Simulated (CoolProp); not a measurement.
Saturation properties of R123.

Values from CoolProp's reference Helmholtz-energy equation of state, Younglove 1994. It is a modified Benedict-Webb-Rubin equation, recast in Helmholtz form.

| T (K) | p (MPa) | vapour density (kg/m³) | enthalpy of vaporisation (kJ/kg) | surface tension (mN/m) |
|---|---|---|---|---|
| 356.6 | 0.5329 | 31.78 | 143.7 | 8.60 |
| 363.2 | 0.6250 | 37.26 | 139.9 | … |
| 369.8 | … | 43.50 | … | 7.22 |
| 376.5 | 0.8459 | … | 131.9 | 6.54 |
| 383.1 | … | 58.85 | 127.6 | 5.89 |
| 389.7 | 1.118 | 68.11 | 123.0 | 5.24 |
| 396.3 | 1.276 | … | 118.2 | 4.61 |
| 402.9 | 1.451 | 90.88 | 113.0 | 4.00 |
| 409.5 | 1.642 | … | 107.3 | 3.40 |
| 416.2 | 1.856 | 121.6 | 101.1 | 2.82 |
| 422.8 | 2.086 | 141.1 | 94.33 | 2.26 |
| 429.4 | 2.337 | 164.5 | 86.71 | 1.73 |
| 436 | 2.612 | 193.7 | 77.91 | 1.23 |
| 442.6 | 2.911 | 231.8 | 67.29 | 0.770 |

What belongs in the gaps?


- 363.2, surface tension (mN/m): 7.91
- 369.8, p (MPa): 0.7284
- 369.8, enthalpy of vaporisation (kJ/kg): 136.1
- 376.5, vapour density (kg/m³): 50.73
- 383.1, p (MPa): 0.9750
- 396.3, vapour density (kg/m³): 78.71
- 409.5, vapour density (kg/m³): 105.0

It boils at 301.0 K under 1 atm.

Surface tension comes from a separate correlation (Mulero 2012).
